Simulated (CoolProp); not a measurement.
The fluoroketone C6F12O (FK-5-1-12) along the isotherm 500 K: density (kg/m³) from the reference equation and from simpler models built on Tc = 441.8 K, pc = 1.869 MPa, ω = 0.471; each cubic takes its own stable root.

Model: reference Helmholtz-energy equation of state, McLinden 2015, in CoolProp.

```json
[
 {"p (MPa)": "0.104", "phase": "gas", "reference": "8.005", "ideal gas": "7.906", "Redlich-Kwong": "8.013", "Soave-Redlich-Kwong": "8.000", "Peng-Robinson": "8.015"},
 {"p (MPa)": "0.208", "phase": "gas", "reference": "16.21", "ideal gas": "15.81", "Redlich-Kwong": "16.25", "Soave-Redlich-Kwong": "16.19", "Peng-Robinson": "16.25"},
 {"p (MPa)": "0.312", "phase": "gas", "reference": "24.63", "ideal gas": "23.72", "Redlich-Kwong": "24.72", "Soave-Redlich-Kwong": "24.59", "Peng-Robinson": "24.73"},
 {"p (MPa)": "0.415", "phase": "gas", "reference": "33.19", "ideal gas": "31.55", "Redlich-Kwong": "33.35", "Soave-Redlich-Kwong": "33.11", "Peng-Robinson": "33.36"},
 {"p (MPa)": "0.519", "phase": "gas", "reference": "42.06", "ideal gas": "39.46", "Redlich-Kwong": "42.34", "Soave-Redlich-Kwong": "41.94", "Peng-Robinson": "42.34"},
 {"p (MPa)": "0.623", "phase": "gas", "reference": "51.19", "ideal gas": "47.36", "Redlich-Kwong": "51.61", "Soave-Redlich-Kwong": "51.00", "Peng-Robinson": "51.60"},
 {"p (MPa)": "0.727", "phase": "gas", "reference": "60.57", "ideal gas": "55.27", "Redlich-Kwong": "61.19", "Soave-Redlich-Kwong": "60.32", "Peng-Robinson": "61.14"},
 {"p (MPa)": "0.831", "phase": "gas", "reference": "70.23", "ideal gas": "63.17", "Redlich-Kwong": "71.09", "Soave-Redlich-Kwong": "69.89", "Peng-Robinson": "70.99"},
 {"p (MPa)": "0.935", "phase": "gas", "reference": "80.19", "ideal gas": "71.08", "Redlich-Kwong": "81.35", "Soave-Redlich-Kwong": "79.74", "Peng-Robinson": "81.16"}
]
```
